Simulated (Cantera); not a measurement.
## Hydrocarbon pyrolysis for carbon deposition

An isothermal, constant-pressure homogeneous reactor starts with C2H6 : H2 : H2O = 1 : 6.7 : 0.047 (molar parts), at 1850 K and 13300 Pa.

Model: GRI-Mech 3.0 (53 species, 325 reactions), integrated in Cantera. GRI-Mech 3.0 stops at C3 and has no aromatics, soot or wall deposition, so with more carbon than oxygen in the feed, carbon stays in small species such as C2H2 where larger ones or solid carbon would form.

```tsv
t (s)	x C2H6	x H2	x CH2	x H	x C2H2	x CH4	x C2H4
6.00e-5	0.000708	0.802	2.87e-5	0.00446	0.0280	0.125	0.0192
0.000167	0.000240	0.811	9.78e-6	0.00213	0.0422	0.123	0.00936
0.000465	0.000101	0.818	4.07e-6	0.00126	0.0510	0.117	0.00369
0.00129	6.44e-5	0.824	2.82e-6	0.00106	0.0571	0.108	0.00151
0.00360	4.47e-5	0.836	2.49e-6	0.00109	0.0652	0.0889	0.00101
0.0100	2.10e-5	0.855	1.95e-6	0.00116	0.0778	0.0590	0.000553
0.0278	5.66e-6	0.873	1.22e-6	0.00126	0.0901	0.0293	0.000281
0.0775	9.78e-7	0.884	6.00e-7	0.00135	0.0970	0.0117	0.000208
0.216	1.71e-7	0.889	2.69e-7	0.00139	0.0993	0.00470	0.000198
0.600	5.29e-8	0.892	1.44e-7	0.00140	0.0991	0.00245	0.000196
1.67	2.63e-8	0.893	9.06e-8	0.00140	0.0989	0.00156	0.000195
4.64	2.33e-8	0.893	8.26e-8	0.00140	0.0989	0.00142	0.000195
12.9	2.33e-8	0.893	8.26e-8	0.00140	0.0989	0.00142	0.000195
35.9	2.33e-8	0.893	8.26e-8	0.00140	0.0989	0.00142	0.000195
100	2.33e-8	0.893	8.26e-8	0.00140	0.0989	0.00142	0.000195
```
x: mole fraction; the columns are a selection and need not sum to one.

Equilibrium at this temperature and pressure: C2H6 2.33e-8, H2 0.893, CH2 8.26e-8, H 0.00140, C2H2 0.0989, CH4 0.00142, C2H4 0.000195 (gas phase only).
